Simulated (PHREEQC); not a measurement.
Model water analysis in mg/L, 20 °C, pH 7.62, pe 2.3: Na 1.85; K 20; Ca 7.13; Mg 9.46; Cl 34.7; S(6) as SO4 12.9; Alkalinity as HCO3 30.8; Fe(2) 0.0277; Li 0.0144.

Valence states are taken as typed.

Equilibrium calculation in PHREEQC: ion-association model, phreeqc.dat.

Precipitation was switched off in this run.

Problem. Order these C species by the share of C that they hold, largest first: CO3-2, HCO3-, CaHCO3+, MgHCO3+, CO2.

Solution. HCO3- (94 %), CO2 (5.2 %), MgHCO3+ (0.33 %), CO3-2 (0.19 %), CaHCO3+ (0.16 %)

Problem. Order these Fe species by the share of Fe that they hold, largest first: FeCO3, Fe+2, FeSO4, FeOH+, FeHCO3+.

Solution. Fe+2 (93 %), FeHCO3+ (3.8 %), FeCO3 (1.5 %), FeSO4 (1.2 %), FeOH+ (0.72 %)

The pH is 7.62 and the ionic strength 0.00240 mol/kgw.
